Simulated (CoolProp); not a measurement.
Dimethyl carbonate along the isotherm 599.8 K: density (kg/m³) from the reference equation and from simpler models built on Tc = 557.0 K, pc = 4.909 MPa, ω = 0.346; each cubic takes its own stable root.

Computed with CoolProp (reference Helmholtz-energy equation of state, Zhou 2011).

```tsv
p (MPa)	phase	reference
0.175	gas	3.192
0.351	gas	6.466
0.526	gas	9.789
0.701	gas	13.18
0.877	gas	16.67
1.05	gas	20.17
1.23	gas	23.89
1.4	gas	27.50
1.58	gas	31.40
1.75	gas	35.18
1.93	gas	39.29
2.1	gas	43.27
2.28	gas	47.61
2.45	gas	51.82
```

Task: How far does each simpler model (ideal gas, van der Waals, Redlich-Kwong) lie from the reference over these 14 states: mean and median of the absolute difference, and the worst?

Result: 
- ideal gas: mean 7.6 %, median 7.5 %, worst -14.6 % at 599.8 K and 2.45 MPa
- van der Waals: mean 0.5 %, median 0.5 %, worst -0.8 % at 599.8 K and 2.45 MPa
- Redlich-Kwong: mean 0.2 %, median 0.2 %, worst +0.4 % at 599.8 K and 2.45 MPa
